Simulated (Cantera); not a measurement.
An adiabatic, constant-pressure homogeneous reactor starts with CH₄ : H₂ : O₂ : N₂ = 1 : 0.5 : 0.9 : 3.38 (molar parts), at 1675 K and 9000 Torr. Integrator tolerance rtol = 1e-08.

Model: GRI-Mech 3.0 (53 species, 325 reactions), integrated in Cantera. The pressure lies above the range GRI-Mech 3.0 was tuned for (to about 10 atm).

### Question
What does this change do: pressure from 9000 Torr to 7500 Torr?

### Answer
| quantity | before | after |
|---|---|---|
| time of steepest temperature rise | 19.3 µs | 22.4 µs |
| temperature at 3.00 s | 2529 K | 2527 K |
| equilibrium temperature | 2529 K | 2527 K |
| x(CH₄) at 3.00 s | 8.49e-9 (gas-phase equilibrium 9.59e-9) | 5.94e-9 (gas-phase equilibrium 6.71e-9) |
| x(H₂) at 3.00 s | 0.254 (gas-phase equilibrium 0.254) | 0.254 (gas-phase equilibrium 0.254) |
| x(O₂) at 3.00 s | 6.96e-7 (gas-phase equilibrium 6.96e-7) | 8.17e-7 (gas-phase equilibrium 8.17e-7) |
| x(CH₂CO) at 3.00 s | 1.12e-11 (gas-phase equilibrium 1.26e-11) | 7.79e-12 (gas-phase equilibrium 8.76e-12) |
| x(CO) at 3.00 s | 0.136 (gas-phase equilibrium 0.136) | 0.136 (gas-phase equilibrium 0.136) |
| x(O) at 3.00 s | 4.04e-6 (gas-phase equilibrium 4.04e-6) | 4.75e-6 (gas-phase equilibrium 4.75e-6) |

### Question
What does this change do: O2 0.9 to 1.2 parts?

### Answer
| quantity | before | after |
|---|---|---|
| time of steepest temperature rise | 19.3 µs | 13.2 µs |
| temperature at 3.00 s | 2529 K | 2931 K |
| equilibrium temperature | 2529 K | 2931 K |
| x(CH₄) at 3.00 s | 8.49e-9 (gas-phase equilibrium 9.59e-9) | 3.78e-10 (gas-phase equilibrium 4.27e-10) |
| x(H₂) at 3.00 s | 0.254 (gas-phase equilibrium 0.254) | 0.172 (gas-phase equilibrium 0.172) |
| x(O₂) at 3.00 s | 6.96e-7 (gas-phase equilibrium 6.96e-7) | 0.000111 (gas-phase equilibrium 0.000111) |
| x(CH₂CO) at 3.00 s | 1.12e-11 (gas-phase equilibrium 1.26e-11) | 1.81e-12 (gas-phase equilibrium 1.98e-12) |
| x(CO) at 3.00 s | 0.136 (gas-phase equilibrium 0.136) | 0.126 (gas-phase equilibrium 0.126) |
| x(O) at 3.00 s | 4.04e-6 (gas-phase equilibrium 4.04e-6) | 0.000272 (gas-phase equilibrium 0.000272) |

### Question
What does this change do: pressure from 9000 Torr to 760 Torr?

### Answer
```json
[
 {"quantity": "time of steepest temperature rise", "before": "19.3 µs", "after": "0.136 ms"},
 {"quantity": "temperature at 3.00 s", "before": "2529 K", "after": "2480 K"},
 {"quantity": "equilibrium temperature", "before": "2529 K", "after": "2480 K"},
 {"quantity": "x(CH₄) at 3.00 s", "before": "8.49e-9 (gas-phase equilibrium 9.59e-9)", "after": "7.11e-11 (gas-phase equilibrium 8.01e-11)"},
 {"quantity": "x(H₂) at 3.00 s", "before": "0.254 (gas-phase equilibrium 0.254)", "after": "0.250 (gas-phase equilibrium 0.250)"},
 {"quantity": "x(O₂) at 3.00 s", "before": "6.96e-7 (gas-phase equilibrium 6.96e-7)", "after": "5.17e-6 (gas-phase equilibrium 5.17e-6)"},
 {"quantity": "x(CH₂CO) at 3.00 s", "before": "1.12e-11 (gas-phase equilibrium 1.26e-11)", "after": "<1e-12 (gas-phase equilibrium <1e-12)"},
 {"quantity": "x(CO) at 3.00 s", "before": "0.136 (gas-phase equilibrium 0.136)", "after": "0.135 (gas-phase equilibrium 0.135)"},
 {"quantity": "x(O) at 3.00 s", "before": "4.04e-6 (gas-phase equilibrium 4.04e-6)", "after": "2.98e-5 (gas-phase equilibrium 2.98e-5)"}
]
```
